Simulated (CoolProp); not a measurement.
A single-stage vapour-compression cycle with R236FA: evaporating at 315.15 K (dew point), condensing at 342.15 K (bubble point), superheat 5 K, subcooling 2 K, compressor efficiency 0.8, no pressure losses. Each further row changes one setting.

Computed with CoolProp (reference Helmholtz-energy equation of state, Pan 2012).

| case | cooling COP | pressure ratio | discharge temperature (K) | refrigerating effect (kJ/kg) | volumetric capacity (kJ/m³) |
|---|---|---|---|---|---|
| as stated | 7.86 | 2.07 | 344.0 | 107 | 3230 |
| evaporating temperature 320.15 K | [?] | 1.79 | 344.6 | [?] | 3850 |
| condensing temperature 337.15 K | 10.0 | 1.83 | 339.6 | 114 | 3440 |
| subcooling 7 K | 8.35 | 2.07 | 344.0 | 114 | 3440 |
| superheat 15 K | 8.09 | 2.07 | [?] | 116 | 3350 |
| compressor efficiency 0.7 | 6.87 | 2.07 | 345.8 | 107 | 3230 |

**Question.** Complete the blanks.

**Answer.** 
- evaporating temperature 320.15 K, cooling COP: 10.1
- evaporating temperature 320.15 K, refrigerating effect (kJ/kg): 110
- superheat 15 K, discharge temperature (K): 353.5
